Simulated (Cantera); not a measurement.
A freely propagating, adiabatic, planar premixed flame of CH3OH : O2 : N2 = 1 : 1 : 3.76 (molar parts), unburnt at 598 K and 3.85 atm; mixture-averaged transport, grid criteria slope 0.08 and curve 0.16, no radiation.

Model: GRI-Mech 3.0 (53 species, 325 reactions), integrated in Cantera. GRI-Mech 3.0 was tuned for natural gas; its chemistry of methanol as a main component is partial and can be far from experiment. Burning velocities carry a grid error of a few per cent, more on coarse grids.

x: mole fraction of selected species; z is measured from the peak of heat release.

```tsv
z (mm)	T (K)	u (m/s)	x CH3OH	x O2	x N2O	x OH	x O	x CH2O
-0.219	599	1.11	0.173	0.172	<1e-8	<1e-8	<1e-8	1.98e-6
-0.146	603	1.13	0.171	0.171	<1e-8	<1e-8	<1e-8	2.25e-5
-0.110	618	1.17	0.168	0.168	<1e-8	<1e-8	<1e-8	[?]
-0.0732	[?]	1.36	0.159	0.158	<1e-8	<1e-8	<1e-8	[?]
-0.0366	1047	2.13	0.117	0.123	1.67e-8	3.86e-7	3.29e-8	0.00631
-0.0183	1389	2.94	0.0656	0.0863	3.91e-8	5.42e-5	4.72e-6	0.0130
0	1745	3.85	0.0108	0.0472	6.92e-8	0.000945	0.000188	0.00875
0.0183	1896	4.22	0.000187	0.0238	7.12e-8	0.00269	0.000770	0.000465
0.0366	1956	4.34	1.38e-6	0.0109	6.07e-8	0.00405	0.000913	1.01e-5
0.0732	2016	4.44	3.54e-8	0.00267	4.27e-8	0.00448	0.000694	3.90e-7
0.146	2071	4.54	<1e-8	0.000710	2.93e-8	0.00369	0.000384	1.26e-8
0.293	2116	4.63	<1e-8	0.000281	1.97e-8	0.00255	0.000166	<1e-8
0.585	2146	4.68	<1e-8	9.62e-5	1.23e-8	0.00153	5.61e-5	<1e-8
```

Problem. Some entries are withheld; supply them.

Solution. 
- -0.110, x CH2O: 0.000114
- -0.0732, T (K): 700
- -0.0732, x CH2O: 0.000880
